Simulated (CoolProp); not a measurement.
Aqueous ethanol as a coolant, at 18 °C, 1 atm.

Model: Melinder's fits for secondary coolants, in CoolProp.

```csv
mass %,freezing point (°C),density (kg/m³),cp (kJ/(kg K)),viscosity (mPa s),conductivity (W/(m K))
1.5,___,995.6,4.195,1.12,0.584
8.5,-3.6,984.4,4.296,1.53,0.536
15.5,-7.7,975.4,4.342,2.02,___
22.6,-13.3,966.3,4.313,2.50,___
29.6,-19.8,955.9,4.218,2.86,0.411
36.6,-26.4,943.5,4.087,3.07,0.376
43.6,-32.6,929.3,3.944,___,0.344
50.7,-38.1,913.6,3.793,3.07,___
57.7,-43.1,897.8,3.611,2.93,0.286
```

**Question.** Complete the blanks.

**Answer.** 
- 1.5, freezing point (°C): -0.6
- 15.5, conductivity (W/(m K)): 0.491
- 22.6, conductivity (W/(m K)): 0.450
- 43.6, viscosity (mPa s): 3.12
- 50.7, conductivity (W/(m K)): 0.314
